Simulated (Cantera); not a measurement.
Mixture: 7.62 % CH₄, 16.2 % O₂, 76.2 % N₂, at 25.0 bar, adiabatic and at constant volume. Ignition delay is the time to a rise of 400 K.

Cantera simulation using GRI-Mech 3.0 (53 species, 325 reactions); the numbers are that mechanism's predictions, not measurements. The pressure lies above the range GRI-Mech 3.0 was tuned for (to about 10 atm).

### Question
Predict: delay at 1425 K; delay at 1500 K; delay at 1575 K; delay at 1650 K; delay at 1725 K; apparent activation energy between 1575 and 1725 K.

### Answer
```json
{
  "delay at 1425 K": "0.179 ms",
  "delay at 1500 K": "90.5 µs",
  "delay at 1575 K": "47.3 µs",
  "delay at 1650 K": "25.6 µs",
  "delay at 1725 K": "14.4 µs",
  "apparent activation energy between 1575 and 1725 K": "180 kJ/mol"
}
```
